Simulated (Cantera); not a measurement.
Charge: 1 mol (CH3)2SiCl2, 0.13 mol C3H8, 38 mol H2, equilibrated at 88.0 mbar.

Method: chemical equilibrium by Gibbs-energy minimisation in Cantera with the NASA 1993 tables (ideal gas, pure condensed phases). Candidate condensed phases: C, C6H6, C7H8, C8H18, Si, SiC; 109 gas species. The feed counts by its element totals alone. The numbers say what is thermodynamically allowed, not how fast it happens. All values below are at 1650 °C.

Base state: H2 0.950, HCl 0.0464, H 0.00309, C2H2 (acetylene) 0.000429, SiCl2 0.000242, Cl 0.000114, CH4 4.17e-5 (mole fractions); condensed: C(graphite) + SiC(s).

### Question
What changes in the equilibrium state with this change: (CH3)2SiCl2 replaced by CH3SiCl3?

### Answer
| species | before | after |
|---|---|---|
| H2 | 0.950 | 0.925 |
| HCl | 0.0464 | 0.0708 |
| H | 0.00309 | 0.00305 |
| SiCl2 | 0.000242 | 0.000581 |
| Cl | 0.000114 | 0.000176 |
| CH4 | 4.17e-5 | 3.96e-5 |
| C2H2 (acetylene) | 0.000429 | 0.000417 |
| C(graphite), mol | 1.36 | 0.379 |
| SiC(s), mol | 0.989 | 0.975 |

### Question
What changes in the equilibrium state with this change: pressure from 88.0 mbar to 2.00 mbar?

### Answer
```
species             before     after
----------------  --------  --------
H2                   0.950     0.933
HCl                 0.0464    0.0453
H                  0.00309    0.0203
Si                 7.86e-6  0.000346
CH4                4.17e-5   9.14e-7
SiH                1.86e-6   1.22e-5
Cl                0.000114  0.000743
SiCl               4.85e-6   3.17e-5
SiCl2             0.000242  0.000236
C(graphite), mol      1.36      1.38
SiC(s), mol          0.989     0.972
```
The tables' values for SiCl are old estimates; treat these amounts as uncertain.
